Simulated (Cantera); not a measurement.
## Thermodynamics of carbothermic reduction, feed Cu₂O + C + H₂

A closed system holds: 1 mol Cu₂O, 6.1 mol C, 0.29 mol H₂, held at 1430 Torr.

Cantera equilibrium calculation (NASA polynomials, part measured and part estimated; ideal gas, pure solids and liquids). Candidate condensed phases: C, C₆H₆, C₇H₈, C₈H₁₈, Cu, CuO, Cu(OH)₂, Cu₂O, H₂O; 113 gas species. Rates play no part.

```
T (K)  log p CO  log p H₂  log p CO₂  log p H₂O  n C(graphite)  n Cu(l)
-----  --------  --------  ---------  ---------  -------------  -------
1373       0.17     -0.37      -2.31      -2.54           5.10     2.00
1398       0.17     -0.37      -2.42      -2.63           5.10     2.00
1423       0.17     -0.37      -2.53      -2.71           5.10     2.00
1448       0.17     -0.37      -2.64      -2.80           5.10     2.00
1473       0.17     -0.37      -2.74      -2.88           5.10     2.00
1498       0.17     -0.37      -2.84      -2.96           5.10     2.00
1523       0.17     -0.37      -2.93      -3.04           5.10     2.00
1548       0.17     -0.37      -3.02      -3.11           5.10     2.00
1573       0.17     -0.37      -3.11      -3.19           5.10     2.00
1598       0.17     -0.37      -3.19      -3.26           5.10     2.00
1623       0.17     -0.37      -3.28      -3.32           5.10     2.00
```
log p: log10 of the partial pressure in bar; n: condensed amount in mol.

From 1373 K to 1623 K the condensed part is C(graphite) + Cu(l). The main Cu-bearing gas is Cu throughout.
